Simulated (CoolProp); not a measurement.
Vapour pressure (bar) of the fluoroketone C6F12O (FK-5-1-12): the reference equation beside estimates from Tc = 441.8 K, pc = 18.69 bar, ω = 0.471. Clausius-Clapeyron is anchored at 324.9 K with a constant enthalpy of vaporisation of 27.54 kJ/mol.

Computed with CoolProp (reference Helmholtz-energy equation of state, McLinden 2015).

```
T (K)  reference  Clausius-Clapeyron  van der Waals  Redlich-Kwong  Soave-Redlich-Kwong  Peng-Robinson
-----  ---------  ------------------  -------------  -------------  -------------------  -------------
315.9     0.8098              0.8315          4.171          1.950               0.8098         0.8121
324.9      1.112               1.112          4.796          2.445                1.113          1.112
333.9      1.495               1.463          5.478          3.023                1.499          1.492
342.9      1.973               1.898          6.219          3.691                1.982          1.967
352        2.567               2.437          7.030          4.464                2.585          2.560
361        3.281               3.081          7.895          5.332                3.310          3.274
370        4.137               3.852          8.825          6.309                4.182          4.132
379        5.152               4.764          9.820          7.402                5.217          5.153
```

Absolute difference from the reference over all 8 rows, mean and median: Clausius-Clapeyron 4.3 and 4.4 %, van der Waals 218.3 and 194.5 %, Redlich-Kwong 85.3 and 80.5 %, Soave-Redlich-Kwong 0.6 and 0.6 %, Peng-Robinson 0.2 and 0.2 %.
